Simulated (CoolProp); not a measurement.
Vapour-liquid equilibrium of toluene (1) + n-nonane (2) at 0.0245 MPa; x and y are mole fractions of (1).

Computed with CoolProp (multi-fluid Helmholtz-energy mixture model, Lemmon 2006 and Lemmon 2006; pair parameters Bell 2016).

| x | bubble temperature (K) | y at the bubble point | dew temperature at overall composition x (K) | liquid density (mol/L) |
|---|---|---|---|---|
| 0.05 | 372.8 | 0.191 | 376.3 | 5.206 |
| 0.15 | 365.3 | 0.448 | 373.8 | 5.489 |
| 0.25 | 359.6 | 0.605 | 371.2 | 5.783 |
| 0.35 | 355.2 | 0.707 | 368.4 | 6.094 |
| 0.45 | 351.8 | 0.777 | 365.2 | 6.426 |
| 0.55 | 349.0 | 0.830 | 361.7 | 6.786 |
| 0.65 | 346.7 | 0.873 | 357.7 | 7.179 |
| 0.75 | 344.7 | 0.911 | 353.1 | 7.612 |
| 0.85 | 342.9 | 0.946 | 348.0 | 8.093 |
| 0.95 | 341.2 | 0.981 | 342.7 | 8.630 |

No azeotrope shows between x = 0.05 and 0.95.

Pair parameters are fitted to limited data, so mixtures are less certain than the pure fluids.
